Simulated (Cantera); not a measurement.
Charge: 1 mol Pb, 8.9 mol CO, a varied amount of N₂, held at 750 Torr.

Cantera equilibrium calculation (NASA polynomials, part measured and part estimated; ideal gas, pure solids and liquids). Candidate condensed phases: C, Pb, PbO, PbO₂, Pb₃O₄; 27 gas species. Kinetics and transport are ignored.

Stable condensed phases, one row left out:

```
T in K \ n(N₂) in mol
         1.3   2   3 4.6   7  11  16  25  38  58
   1548    A   A   A   A   A   A   A   B   C   C
   1448    A   A   A   A   A   A   A   A   A   A
   1398    A   A   A   A   A   A   A   A   A   A
   1348    A   A   A   A   A   A   A   A   A   A
   1298    A   A   A   A   A   A   A   A   A   A
   1248    A   A   A   A   A   A   A   A   A   A
   1198    A   A   A   A   A   A   A   A   A   A
   1148    A   A   A   A   A   A   A   A   A   A
   1098    A   A   A   A   A   A   A   A   A   A
   1048    A   A   A   A   A   A   A   A   A   A
    998    A   A   A   A   A   A   A   A   A   A
```

A: C + Pb; B: C; C: gas only.

**Question.** Give the row for 1498 K.

**Answer.** 1.3: C + Pb; 2: C + Pb; 3: C + Pb; 4.6: C + Pb; 7: C + Pb; 11: C + Pb; 16: C + Pb; 25: C + Pb; 38: C; 58: gas only.
